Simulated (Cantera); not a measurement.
An adiabatic, constant-volume homogeneous reactor starts with CO : H₂ : CH₄ : O₂ : N₂ = 1 : 0.061 : 0.45 : 1.3 : 4.29 (molar parts), equivalence ratio 1.1, at 1725 K and 2100000 Pa.

Computed with Cantera and GRI-Mech 3.0 (53 species, 325 reactions). The pressure lies above the range GRI-Mech 3.0 was tuned for (to about 10 atm). Above 3000 K some thermodynamic fits are extrapolated.

Q: Predict: time of steepest temperature rise; temperature at 0.900 s; equilibrium temperature; x(CO) at 0.900 s; x(H₂) at 0.900 s; x(NO) at 0.900 s.

A: 
| Item | Value |
|---|---|
| time of steepest temperature rise | 9.75 µs |
| temperature at 0.900 s | 3309 K |
| equilibrium temperature | 3309 K |
| x(CO) at 0.900 s | 0.102 (gas-phase equilibrium 0.102) |
| x(H₂) at 0.900 s | 0.0133 (gas-phase equilibrium 0.0133) |
| x(NO) at 0.900 s | 0.0190 (gas-phase equilibrium 0.0190) |
